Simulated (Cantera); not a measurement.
Feed: 1 mol BN, 0.45 mol H2O, 0.98 mol N2.

These are equilibrium values from Cantera (NASA tables, ideal gas, pure condensed phases), not measurements of a reactor. Candidate condensed phases: B, BN, B2O3, B3O3H3, H2O; 39 gas species. Mutual solubility and eutectic melting of coexisting phases are not modelled. Gases not in the tables: H3BO3. The numbers say what is thermodynamically allowed, not how fast it happens.

**Question.** What condenses at these points (T in K, P in Pa): (1375, 3700); (1675, 27); (1075, 27); (1450, 1); (1075, 3700)?

**Answer.** 
```
T (K)  P in Pa  condensed phases  B condensed (%)
-----  -------  ----------------  ---------------
1375      3700         BN + B2O3             99.8
1675        27                BN             60.4
1075        27         BN + B2O3            100.0
1450         1                BN             64.2
1075      3700         BN + B2O3            100.0
```
